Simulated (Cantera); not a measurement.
A perfectly stirred reactor is fed with CH4 : CO : O2 : N2 = 1 : 0.44 : 1.59 : 4.12 (molar parts), equivalence ratio 1.4, at 290000 Pa; it is adiabatic with a 675 K inlet, and is followed from long to short residence time, starting on the burning branch (τ in s: 0.25, 0.1, 0.043, 0.018, 0.0075, 0.0031, 0.0013, 0.00055, 0.00023, 9.5e-05).

Detailed kinetics in Cantera: GRI-Mech 3.0 (53 species, 325 reactions).

Q: Predict: blow-out, bracketed by the residence times tried; x(CH4) at τ = 0.250 s; x(CO) at τ = 0.250 s; x(O2) at τ = 0.250 s; x(O) at τ = 0.250 s; x(HCO) at τ = 0.250 s; x(CH4) at τ = 3.10 ms; x(CO) at τ = 3.10 ms; x(O2) at τ = 3.10 ms; x(O) at τ = 3.10 ms; x(HCO) at τ = 3.10 ms.

A: 
| Quantity | Result |
|---|---|
| blow-out, bracketed by the residence times tried | burning at 95.0 µs, the shortest tried |
| x(CH4) at τ = 0.250 s | 4.72e-7 |
| x(CO) at τ = 0.250 s | 0.116 |
| x(O2) at τ = 0.250 s | 0.000396 |
| x(O) at τ = 0.250 s | 0.000239 |
| x(HCO) at τ = 0.250 s | 2.02e-7 |
| x(CH4) at τ = 3.10 ms | 2.59e-5 |
| x(CO) at τ = 3.10 ms | 0.116 |
| x(O2) at τ = 3.10 ms | 0.000785 |
| x(O) at τ = 3.10 ms | 0.000374 |
| x(HCO) at τ = 3.10 ms | 5.79e-7 |
